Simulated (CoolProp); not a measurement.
Vapour-liquid equilibrium of hydrogen chloride (1) + propane (2) at 27.25 °C; x and y are mole fractions of (1).

Model: multi-fluid Helmholtz-energy mixture model, Thol 2018 and Lemmon 2009; pair parameters Bell 2016, in CoolProp.

| x | bubble pressure, mixture model (MPa) | bubble pressure, Raoult's law (MPa) | y, mixture model | y, Raoult's law |
|---|---|---|---|---|
| 0.05 | 1.299 | 1.206 | 0.217 | 0.206 |
| 0.2 | … | 1.802 | 0.522 | 0.553 |
| 0.35 | 2.776 | 2.398 | 0.654 | 0.727 |
| 0.5 | 3.349 | 2.994 | … | 0.832 |
| 0.65 | 3.868 | 3.590 | … | 0.902 |
| 0.8 | 4.366 | 4.186 | … | 0.952 |
| 0.95 | 4.838 | 4.782 | … | 0.989 |

**Question.** What belongs in the gaps?

**Answer.** 
- 0.2, bubble pressure, mixture model (MPa): 2.100
- 0.5, y, mixture model: 0.736
- 0.65, y, mixture model: 0.805
- 0.8, y, mixture model: 0.878
- 0.95, y, mixture model: 0.965

The largest gap from Raoult's law is +16.5 % in bubble pressure, at x = 0.2. No azeotrope shows between x = 0.05 and 0.95.

The pair parameters rest on a limited set of measurements; away from them the model extrapolates.
